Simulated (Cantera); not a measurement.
Charge: 1 mol Si₃N₄, 2.6 mol F₂, 12 mol H₂, equilibrated at 1198 K and 100 Torr.

Equilibrium computed with Cantera from the NASA thermochemical tables; the gas is ideal and each condensed phase is pure. Candidate condensed phases: Si, Si₃N₄; 37 gas species. The tables' values for SiF₃ are old estimates; treat these amounts as uncertain. Equilibrium is a limit: real reactors are often held back by kinetics, nucleation or transport.

Base state: H₂ 0.845, SiF₄ 0.0901, N₂ 0.0611, HF 0.00190, SiHF₃ 0.00129, SiF₃ 0.000244 (mole fractions); condensed: Si₃N₄(s).

Question: What changes in the equilibrium state with this change: Si₃N₄ replaced by BN?

Answer: 
```tsv
species	before	after
H₂	0.845	0.747
HF	0.00190	0.151
BF₃	0	0.0685
SiF₄	0.0901	0
N₂	0.0611	0.0342
SiHF₃	0.00129	0
SiF₃	0.000244	0
BHF₂	0	2.19e-5
Si₃N₄(s), mol	0.567	0
```
Further candidate phases: B, BN.
